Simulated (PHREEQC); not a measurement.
Model water analysis in mmol/kgw, 25 °C, pH 7.53:

```csv
constituent,mmol/kgw
Na,69.2
K,8.71
Ca,0.277
Mg,27.9
Cl,125
S(6),0.254
Alkalinity (meq/kgw),2.91
Si,0.018
```

Cl is adjusted to close the charge balance.
Valence states are taken as typed.

Equilibrium calculation in PHREEQC: Pitzer model, pitzer.dat.

Task: The ionic strength comes out as 0.163 mol/kgw. What activity coefficients do K+, Ca+2, Cl-, Mg+2, SO4-2 get?

Result: K+ 0.75, Ca+2 0.33, Cl- 0.73, Mg+2 0.34, SO4-2 0.21. Single-ion values are on the MacInnes scale.

No solid was allowed to form. The solution is supersaturated, for example in Magnesite (slow to form), so a real one may precipitate; this is no full list.
